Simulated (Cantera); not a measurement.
A freely propagating, adiabatic, planar premixed flame of 6.84 % CH4, 3.90 % H2, 14.2 % O2, 68.2 % N2, 6.84 % H2O, equivalence ratio 1.1, unburnt at 475 K and 5.13 atm; mixture-averaged transport, grid criteria slope 0.08 and curve 0.16, no radiation.

Model: GRI-Mech 3.0 (53 species, 325 reactions), integrated in Cantera. Burning velocities carry a grid error of a few per cent, more on coarse grids.

Predict: laminar burning velocity; thermal thickness; peak x(HCN); peak x(HO2); peak x(C2H).


```json
{
 "laminar_burning_velocity": "20.7 cm/s",
 "thermal_thickness": "0.221 mm",
 "peak x(HCN)": "4.50e-6",
 "peak x(HO2)": "0.000127",
 "peak x(C2H)": "1.22e-7"
}
```
